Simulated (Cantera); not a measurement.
A closed system holds: 1 mol Ca(OH)2, 0.56 mol O2, held at 752 °C and 0.310 bar.

Cantera equilibrium calculation (NASA polynomials, part measured and part estimated; ideal gas, pure solids and liquids). Candidate condensed phases: Ca, CaO, Ca(OH)2, H2O; 14 gas species. Equilibrium is a limit: real reactors are often held back by kinetics, nucleation or transport.

Task: What is the equilibrium state?

Result: 
```json
{
 "x(H2O)": "0.641",
 "x(O2)": "0.359",
 "n(CaO(s))": "1.00 mol",
 "gas_amount": "1.560 mol",
 "log10 activity of Ca(s) (absent)": "-26.39"
}
```
